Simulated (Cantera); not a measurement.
## Adiabatic ignition

An adiabatic, constant-pressure homogeneous reactor starts with CH4 : H2 : O2 : N2 = 1 : 0.3 : 1.79 : 6.74 (molar parts), equivalence ratio 1.2, at 1398 K and 330 Torr.

Cantera simulation using GRI-Mech 3.0 (53 species, 325 reactions); the numbers are that mechanism's predictions, not measurements.

```csv
t (s),T (K),x CH4,x H2,x O2,x CO2,x HCO,x OH,x NO
6.00e-6,1398,0.102,0.0305,0.182,<1e-12,<1e-12,2.84e-9,<1e-12
1.53e-5,1398,0.102,0.0305,0.182,<1e-12,<1e-12,4.22e-9,<1e-12
3.91e-5,1398,0.102,0.0305,0.182,2.11e-12,<1e-12,8.25e-9,<1e-12
9.99e-5,1398,0.102,0.0305,0.182,4.94e-11,1.23e-12,2.47e-8,<1e-12
0.000255,1398,0.102,0.0305,0.182,3.51e-9,3.83e-11,1.48e-7,<1e-12
0.000651,1400,0.101,0.0303,0.182,1.99e-6,1.69e-8,2.49e-6,<1e-12
0.00166,1833,0.0364,0.0541,0.115,0.00241,6.22e-5,0.000615,4.09e-8
0.00424,2675,<1e-12,0.0370,0.00849,0.0392,4.27e-8,0.0174,0.00220
0.0108,2672,<1e-12,0.0375,0.00781,0.0390,4.25e-8,0.0168,0.00482
0.0277,2671,<1e-12,0.0376,0.00769,0.0389,4.25e-8,0.0166,0.00530
0.0706,2671,<1e-12,0.0376,0.00769,0.0389,4.25e-8,0.0166,0.00530
0.180,2671,<1e-12,0.0376,0.00769,0.0389,4.25e-8,0.0166,0.00530
0.460,2671,<1e-12,0.0376,0.00769,0.0389,4.25e-8,0.0166,0.00530
1.18,2671,<1e-12,0.0376,0.00769,0.0389,4.25e-8,0.0166,0.00530
3.00,2671,<1e-12,0.0376,0.00769,0.0389,4.25e-8,0.0166,0.00530
```
x: mole fraction; the columns are a selection and need not sum to one.

```
Item                                                                Result
---------------------------------  ---------------------------------------
time of steepest temperature rise                                  1.68 ms
temperature at 3.00 s                                               2671 K
equilibrium temperature                                             2671 K
x(CH4) at 3.00 s                     <1e-12 (gas-phase equilibrium <1e-12)
x(H2) at 3.00 s                      0.0376 (gas-phase equilibrium 0.0376)
x(O2) at 3.00 s                    0.00769 (gas-phase equilibrium 0.00769)
```
